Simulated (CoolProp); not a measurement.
Model: reference Helmholtz-energy equation of state, Platzer 1990, in CoolProp. This equation is an older, rougher fit; its heat capacities, sound speeds and derivatives of the liquid may be far off and weren't checked against measurements.

Q: Give the vapour pressure (kPa), liquid density (kg/m³), surface tension (mN/m), liquid viscosity (µPa s) of saturated c-C4F8 (RC318) at 292.8, 307.7, 317.6 K.

A: 
| T (K) | p (kPa) | liquid density (kg/m³) | surface tension (mN/m) | liquid viscosity (µPa s) |
|---|---|---|---|---|
| 292.8 | 262 | 1520 | 8.79 | 392 |
| 307.7 | 420 | 1460 | 7.11 | 315 |
| 317.6 | 557 | 1420 | 6.04 | 273 |

Viscosity comes from a separate model (Huber 2003), an estimate that may be off by 10 % or more. Surface tension comes from a separate correlation (Mulero 2012).
